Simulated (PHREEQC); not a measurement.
0.046 g of hydrous ferric oxide (600 m²/g; 0.2 weak and 0.005 strong sites per Fe, Dzombak-Morel constants, diffuse double layer) in 1 kg of water with 0.01 mol/kgw of an inert sodium salt and 7.9e-06 mol/kgw NiCl2, at 25 °C; the pH is set by adding NaOH or the inert anion's acid. O2 is buffered at 0.21 atm. No CO2 enters from the air. Precipitation was switched off in this run.

Base run: PHREEQC, ion-association model, wateq4f.dat. Each further column changes one thing. The table gives surface charge σ (C/m²).

| pH | base | background salt from 0.01 to 0.001 mol/kgw | oxide from 0.046 to 0.23 g/kgw | 0.00037 mol/kgw MgCl2 added |
|---|---|---|---|---|
| 4 | 0.216 | 0.118 | 0.217 | 0.221 |
| 5 | 0.113 | 0.051 | 0.114 | 0.117 |
| 6 | 0.050 | 0.019 | 0.050 | 0.052 |
| 6.5 | 0.031 | 0.011 | 0.031 | 0.032 |
| 7.5 | 0.010 | 0.003 | 0.009 | 0.011 |
| 8.5 | -0.003 | -0.001 | -0.005 | 0.006 |
| 9.5 | -0.020 | -0.007 | -0.023 | 0.005 |
| 10 | -0.035 | -0.013 | -0.039 | 0.005 |
| 11 | -0.087 | -0.047 | -0.097 | 0.004 |
| 12 | -0.203 | -0.178 | -0.224 | 0.000 |

In at least one series the solution becomes supersaturated in solids that the run did not let form, among them Ni(OH)2.
